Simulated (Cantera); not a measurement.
# Adiabatic ignition

An adiabatic, constant-pressure homogeneous reactor starts with CH4 : H2 : O2 : N2 : H2O = 1 : 0.14 : 2.96 : 11.1 : 0.51 (molar parts), equivalence ratio 0.70, at 1225 K and 10.0 bar.

Computed with Cantera and GRI-Mech 3.0 (53 species, 325 reactions).

```tsv
t (s)	T (K)	x CH4	x H2	x O2	x C2H4	x O	x CH2CO	x H
9.00e-6	1225	0.0637	0.00891	0.188	<1e-12	1.78e-10	<1e-12	3.47e-10
2.88e-5	1225	0.0637	0.00891	0.188	1.89e-11	5.42e-10	<1e-12	1.01e-9
9.19e-5	1225	0.0637	0.00891	0.188	1.57e-9	3.24e-9	<1e-12	6.05e-9
0.000294	1227	0.0634	0.00884	0.188	1.17e-6	6.21e-8	1.76e-9	1.30e-7
0.000939	2499	<1e-12	0.00141	0.0565	<1e-12	0.00117	<1e-12	0.000322
0.00300	2496	<1e-12	0.00130	0.0543	<1e-12	0.00105	<1e-12	0.000284
0.00959	2487	<1e-12	0.00128	0.0518	<1e-12	0.000983	<1e-12	0.000270
0.0306	2485	<1e-12	0.00127	0.0513	<1e-12	0.000969	<1e-12	0.000267
0.0979	2485	<1e-12	0.00127	0.0513	<1e-12	0.000969	<1e-12	0.000267
0.313	2485	<1e-12	0.00127	0.0513	<1e-12	0.000969	<1e-12	0.000267
1.00	2485	<1e-12	0.00127	0.0513	<1e-12	0.000969	<1e-12	0.000267
```
x: mole fraction; the columns are a selection and need not sum to one.

```yaml
time_of_steepest_temperature_rise: 0.914 ms
temperature at 1.00 s: 2485 K
equilibrium_temperature: 2485 K
x(CH4) at 1.00 s: <1e-12 (gas-phase equilibrium <1e-12)
x(H2) at 1.00 s: 0.00127 (gas-phase equilibrium 0.00127)
x(O2) at 1.00 s: 0.0513 (gas-phase equilibrium 0.0513)
```
